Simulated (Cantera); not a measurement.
A freely propagating, adiabatic, planar premixed flame of 3.10 % CH4, 2.45 % C2H6, 18.7 % O2, 70.5 % N2, 5.28 % CO2, unburnt at 523 K and 0.217 atm; unity-Lewis-number transport, grid criteria slope 0.08 and curve 0.16, no radiation.

Cantera simulation using GRI-Mech 3.0 (53 species, 325 reactions); the numbers are that mechanism's predictions, not measurements. Unity Lewis numbers drop preferential diffusion, which matters most where H2 and H carry the flame. Burning velocities carry a grid error of a few per cent, more on coarse grids.

x: mole fraction of selected species; z is measured from the peak of heat release.

```tsv
z (mm)	T (K)	u (m/s)	x CH4	x C2H6	x O2	x H	x CH2CO	x HCO
-5.54	523	0.639	0.0310	0.0245	0.187	<1e-8	1.04e-7	<1e-8
-3.69	527	0.644	0.0309	0.0244	0.187	<1e-8	1.09e-6	<1e-8
-2.77	536	0.656	0.0307	0.0242	0.186	<1e-8	3.68e-6	<1e-8
-1.85	[?]	0.726	0.0293	0.0227	0.180	<1e-8	1.93e-5	<1e-8
-0.923	[?]	1.09	0.0216	0.0151	0.150	9.65e-6	0.000104	9.07e-8
-0.462	[?]	1.51	0.0127	0.00678	0.115	0.000164	0.000206	3.45e-6
0	1539	1.96	0.00276	0.000395	0.0745	0.00316	0.000185	4.19e-5
0.462	1645	2.10	0.000115	6.29e-7	0.0571	0.00723	1.79e-5	4.16e-6
0.923	1677	2.14	3.45e-6	<1e-8	0.0530	0.00821	6.58e-7	1.46e-7
1.85	1722	2.19	<1e-8	<1e-8	0.0502	0.00763	<1e-8	1.34e-8
3.69	1783	2.25	<1e-8	<1e-8	0.0481	0.00550	<1e-8	<1e-8
7.39	1852	2.33	<1e-8	<1e-8	0.0459	0.00321	<1e-8	<1e-8
14.8	1918	2.40	<1e-8	<1e-8	0.0437	0.00164	<1e-8	<1e-8
```

Complete the blanks.


- -1.85, T (K): 593
- -0.923, T (K): 882
- -0.462, T (K): 1200
